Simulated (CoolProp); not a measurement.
Properties of dimethyl carbonate at several states (Tc = 557.0 K, pc = 4.909 MPa, ω = 0.346).

Model: reference Helmholtz-energy equation of state, Zhou 2011, in CoolProp.

| T (K) | p (MPa) | phase | density (kg/m³) | Joule-Thomson coefficient (K/MPa) | isothermal compressibility (1/MPa) | expansivity (1/kK) | fugacity coefficient |
|---|---|---|---|---|---|---|---|
| 356.7 | 0.155 | liquid | 983.4 | -0.2542 | [?] | 1.442 | [?] |
| 360 | 18.5 | liquid | 1003 | -0.2861 | [?] | 1.251 | 0.008399 |
| 289.4 | 0.086 | liquid | 1075 | -0.3297 | [?] | 1.225 | 0.05305 |
| 536.7 | 12.2 | liquid | 718.5 | 0.3403 | 0.009162 | 3.001 | 0.2761 |

Q: Complete the blanks.

A: 
- 356.7, isothermal compressibility (1/MPa): 0.001479
- 356.7, fugacity coefficient: 0.5164
- 360, isothermal compressibility (1/MPa): 0.001193
- 289.4, isothermal compressibility (1/MPa): 0.0008322
